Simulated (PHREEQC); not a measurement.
PHREEQC input (ion-association model, wateq4f.dat):

```
SOLUTION_MASTER_SPECIES
  An  An-  0  An  62.0  # stands for a non-complexing anion
SOLUTION_SPECIES
  An- = An-
    -log_k 0
    -gamma 3.0 0
PHASES
  Fix_H+
    H+ = H+
    -log_k 0
SOLUTION 1
  temp 25
  units mmol/kgw
  pH 7 charge
  Na 50
  An 50
END
SELECTED_OUTPUT 1
  -reset false
  -pH true
  -pe true
  -ionic_strength true
  -water true
  -totals Na
  -molalities Hfo_wOH Hfo_wOH2+ Hfo_wO- Hfo_sOH Hfo_sOH2+ Hfo_sO-
USER_PUNCH 1
  -headings sigma psi
  10 PUNCH EDL("sigma", "Hfo"), EDL("psi", "Hfo")
PRINT
  -reset false
USE solution 1
SURFACE 1
  Hfo_wOH 0.00121348 600 0.54
  Hfo_sOH 3.03371e-05
EQUILIBRIUM_PHASES 1
  Fix_H+ -3 HAn 10
    -force_equality true
  O2(g) -0.68 10
END
# ... the last block is repeated for the other 12 points of pH, with NaOH or the acid as the point needs
```

Selected output (columns that matter, 13 of 13 rows; pH added in front):

```
pH	mu	Na	m_Hfo_wOH	m_Hfo_wOH2+	m_Hfo_wO-	m_Hfo_sOH	m_Hfo_sOH2+	m_Hfo_sO-	sigma	psi
3	0.051773	0.05	4.3119e-05	0.0011703	3.6395e-08	1.078e-06	2.9258e-05	9.0987e-10	0.35725	0.16897
3.5	0.050934	0.05	0.00011463	0.0010986	2.7401e-07	2.8657e-06	2.7465e-05	6.8502e-09	0.33527	0.16614
4	0.050611	0.05	0.00024693	0.0009651	1.4474e-06	6.1734e-06	2.4128e-05	3.6185e-08	0.29417	0.1596
4.5	0.050438	0.05	0.00042137	0.00078694	5.1687e-06	1.0534e-05	1.9674e-05	1.2922e-07	0.23865	0.149
5	0.050315	0.05	0.00059405	0.00060609	1.3338e-05	1.4851e-05	1.5152e-05	3.3346e-07	0.18095	0.13495
5.5	0.050222	0.05	0.00073324	0.00045306	2.7185e-05	1.8331e-05	1.1327e-05	6.7963e-07	0.13	0.11826
6	0.050151	0.05	0.00082894	0.00033796	4.6579e-05	2.0724e-05	8.4489e-06	1.1645e-06	0.088947	0.099362
6.5	0.050097	0.05	0.00088573	0.00025812	6.9629e-05	2.2143e-05	6.453e-06	1.7407e-06	0.057539	0.07841
7	0.050058	0.05	0.00091475	0.00020542	9.3319e-05	2.2869e-05	5.1354e-06	2.333e-06	0.034219	0.055528
7.5	0.050028	0.05	0.00092738	0.00017065	0.00011545	2.3184e-05	4.2663e-06	2.8863e-06	0.01685	0.031066
8	0.050005	0.05	0.00093138	0.00014578	0.00013632	2.3285e-05	3.6445e-06	3.408e-06	0.0028881	0.0056452
8.5	0.050021	0.050039	0.00092991	0.00012467	0.0001589	2.3248e-05	3.1168e-06	3.9725e-06	-0.010448	-0.019955
9	0.050056	0.050099	0.00092175	0.0001033	0.00018843	2.3044e-05	2.5824e-06	4.7108e-06	-0.025989	-0.044927
```

Species that the database lacks are ignored. The oxide is taken as insoluble; below pH 4 it would dissolve.
